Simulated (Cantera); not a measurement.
A closed system holds: 1 mol H₂S, 0.011 mol SO₂, 6.5 mol O₂, held at 91.0 Pa.

Cantera equilibrium calculation (NASA polynomials, part measured and part estimated; ideal gas, pure solids and liquids). Candidate condensed phases: H₂O, H₂SO₄, S; 19 gas species. Equilibrium is a limit: real reactors are often held back by kinetics, nucleation or transport. All values below are at 2252 °C.

Base state: O₂ 0.383, O 0.336, H 0.0883, SO₂ 0.0769, OH 0.0524, SO 0.0265, H₂O 0.0251, H₂ 0.00902 (mole fractions); condensed: gas only.

What changes in the equilibrium state with this change: pressure from 91.0 Pa to 101000 Pa?


```json
[
 {"species": "O₂", "before": "0.383", "after": "0.691"},
 {"species": "SO₂", "before": "0.0769", "after": "0.141"},
 {"species": "H₂O", "before": "0.0251", "after": "0.127"},
 {"species": "O", "before": "0.336", "after": "0.0135"},
 {"species": "H", "before": "0.0883", "after": "0.000889"},
 {"species": "SO", "before": "0.0265", "after": "0.00108"},
 {"species": "OH", "before": "0.0524", "after": "0.0237"},
 {"species": "S", "before": "0.00227", "after": "2.07e-6"},
 {"species": "SH", "before": "2.40e-5", "after": "2.45e-7"}
]
```

What changes in the equilibrium state with this change: H₂S replaced by CS₂?


| species | before | after |
|---|---|---|
| O₂ | 0.383 | 0.333 |
| O | 0.336 | 0.313 |
| SO₂ | 0.0769 | 0.168 |
| H | 0.0883 | 0 |
| CO | 0 | 0.0831 |
| OH | 0.0524 | 0 |
| CO₂ | 0 | 0.0344 |
| H₂O | 0.0251 | 0 |
| SO | 0.0265 | 0.0622 |
| H₂ | 0.00902 | 0 |
| SH | 2.40e-5 | 0 |
| S₂ | 1.98e-6 | 1.26e-5 |
| S | 0.00227 | 0.00572 |
Further candidate phases: C.
